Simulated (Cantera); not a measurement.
Input: 1 mol SO₂, 0.11 mol O₂, held at 1950 K and 10.0 mbar.

These are equilibrium values from Cantera (NASA tables, ideal gas, pure condensed phases), not measurements of a reactor. Candidate condensed phases: S; 10 gas species. Equilibrium is a limit: real reactors are often held back by kinetics, nucleation or transport.

Base state: SO₂ 0.896, O₂ 0.0994, SO 0.00265, O 0.00142, SO₃ 0.000183 (mole fractions); condensed: gas only.

Problem. What changes in the equilibrium state with this change: SO₂ replaced by HI?

Solution. 
```csv
species,before,after
I,0,0.652
H₂,0,0.176
H₂O,0,0.147
SO₂,0.896,0
HI,0,0.0188
O₂,0.0994,2.68e-6
H,0,0.00481
SO,0.00265,0
OH,0,0.000365
SO₃,0.000183,0
I₂,0,0.000157
```
Further candidate phases: H₂O, I₂.

Problem. What changes in the equilibrium state with this change: temperature from 1950 K to 2875 K?

Solution. 
```csv
species,before,after
SO,0.00265,0.272
SO₂,0.896,0.269
O,0.00142,0.264
S,2.73e-6,0.0600
O₂,0.0994,0.133
S₂,1.44e-8,0.00121
S₂O,1.82e-8,4.43e-5
```
